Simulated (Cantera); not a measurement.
Input: 1 mol Fe, 0.37 mol HCl, 1.1 mol H2, equilibrated at 23.0 mbar.

Cantera equilibrium calculation (NASA polynomials, part measured and part estimated; ideal gas, pure solids and liquids). Candidate condensed phases: Fe, FeCl2, FeCl3; 11 gas species. The numbers say what is thermodynamically allowed, not how fast it happens.

Task: At 1127 °C, list the 4 most abundant gas species with their mole fractions, and the condensed phases.

Result: H2 0.778, HCl 0.193, FeCl2 0.0295, H 2.83e-5. Condensed: Fe(γ).
